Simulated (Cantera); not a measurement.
What does this Cantera script print?

```python
import numpy as np
import cantera as ct

gas = ct.Solution("h2o2.yaml")
gas.TPX = 1425, 600, {'H2': 0.061, 'O2': 1, 'H2O': 0.0028}
reactor = ct.IdealGasConstPressureReactor(gas, energy="off", clone=False)
net = ct.ReactorNet([reactor])
net.rtol, net.atol = 1e-08, 1e-18
show = ['H2', 'O2', 'H', 'O', 'OH']
times = np.geomspace(3e-05, 1, 15)

steps = ct.SolutionArray(gas, extra=["t"])
rows = []
print(f"{'t/s':>10s}{'T/K':>9s}{'P/Pa':>11s}" + "".join(f"{s:>11s}" for s in show))
for t in times:
    while net.time < t:
        t_next = net.step()
        steps.append(gas.state, t=t_next)
    rows.append([np.interp(t, steps.t, y) for y in (steps.T, steps.P, *steps(*show).X.T)])
    print(f"{t:10.3e}{rows[-1][0]:9.1f}{rows[-1][1]:11.4g}" + "".join(f"{x:11.3e}" for x in rows[-1][2:]))
rate = np.gradient(steps.T, steps.t)
print("integrator steps:", len(steps.t))
if steps.T.max() > steps.T[0] + 200:
    print(f"time of steepest temperature rise: {steps.t[rate.argmax()]:.4e} s")
gas.TPX = 1425, 600, {'H2': 0.061, 'O2': 1, 'H2O': 0.0028}
gas.equilibrate("TP")
print(f"equilibrium (TP): T = {gas.T:.1f} K  " + "  ".join(f"{s} {gas[s].X[0]:.3e}" for s in show))
```

Result:

```
       t/s      T/K       P/Pa         H2         O2          H          O         OH
 3.000e-05   1425.0        600  5.734e-02  9.400e-01  1.801e-08  6.648e-09  6.494e-09
 6.312e-05   1425.0        600  5.734e-02  9.400e-01  3.185e-08  2.428e-08  2.305e-08
 1.328e-04   1425.0        600  5.734e-02  9.400e-01  6.232e-08  8.566e-08  7.771e-08
 2.795e-04   1425.0        600  5.734e-02  9.400e-01  1.847e-07  3.609e-07  3.122e-07
 5.880e-04   1425.0        600  5.734e-02  9.400e-01  1.398e-06  3.120e-06  2.637e-06
 1.237e-03   1425.0        600  5.694e-02  9.397e-01  8.429e-05  1.919e-04  1.611e-04
 2.603e-03   1425.0        600  5.134e-03  8.969e-01  8.983e-03  3.351e-02  1.021e-02
 5.477e-03   1425.0        600  1.137e-03  8.916e-01  7.217e-03  4.117e-02  7.201e-03
 1.152e-02   1425.0        600  1.119e-03  8.924e-01  7.040e-03  4.049e-02  7.148e-03
 2.425e-02   1425.0        600  1.085e-03  8.939e-01  6.690e-03  3.910e-02  7.046e-03
 5.102e-02   1425.0        600  1.018e-03  8.970e-01  6.017e-03  3.637e-02  6.836e-03
 1.074e-01   1425.0        600  8.917e-04  9.026e-01  4.842e-03  3.138e-02  6.417e-03
 2.259e-01   1425.0        600  6.825e-04  9.114e-01  3.154e-03  2.348e-02  5.641e-03
 4.753e-01   1425.0        600  4.133e-04  9.221e-01  1.440e-03  1.385e-02  4.415e-03
 1.000e+00   1425.0        600  1.827e-04  9.308e-01  4.124e-04  5.997e-03  2.950e-03
integrator steps: 828
equilibrium (TP): T = 1425.0 K  H2 5.448e-07  O2 9.382e-01  H 6.544e-08  O 1.746e-05  OH 1.619e-04
```

Detailed kinetics in Cantera: the H2/O2 subset of GRI-Mech 3.0, which has no nitrogen chemistry. Radical loss at walls, strong at low pressure, is not modelled. The temperature is held fixed by assumption; the heat of reaction is taken as removed at once.
